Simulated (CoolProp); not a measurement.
CH3F (R41) along the isotherm 235 K: density (kg/m³) from the reference equation and from simpler models built on Tc = 317.3 K, pc = 5.906 MPa, ω = 0.200; each cubic takes its own stable root.

Values from CoolProp's reference Helmholtz-energy equation of state, Lemmon 2006. It is a short technical equation, of lower accuracy than the large ones.

```csv
p (MPa),phase,reference
0.00934,gas,0.1630
0.0145,gas,0.2533
0.0226,gas,0.3953
0.0353,gas,0.6190
0.0549,gas,0.9663
0.0855,gas,1.514
0.133,gas,2.377
0.207,gas,3.757
0.323,gas,6.013
0.502,gas,9.755
0.782,liquid,790.1
1.22,liquid,791.2
1.9,liquid,792.9
2.95,liquid,795.4
```

**Question.** How far does each simpler model (van der Waals, Redlich-Kwong, Soave-Redlich-Kwong, Peng-Robinson) lie from the reference over these 14 states: mean and median of the absolute difference, and the worst?

**Answer.** 
- van der Waals: mean 21.6 %, median 1.5 %, worst -98.1 % at 235 K and 0.782 MPa
- Redlich-Kwong: mean 12.7 %, median 1.0 %, worst -98.1 % at 235 K and 0.782 MPa
- Soave-Redlich-Kwong: mean 6.6 %, median 0.8 %, worst -21.2 % at 235 K and 0.782 MPa
- Peng-Robinson: mean 3.5 %, median 0.7 %, worst -10.7 % at 235 K and 0.782 MPa

At some of these states van der Waals, Redlich-Kwong gives the other phase, because its saturation line lies elsewhere.
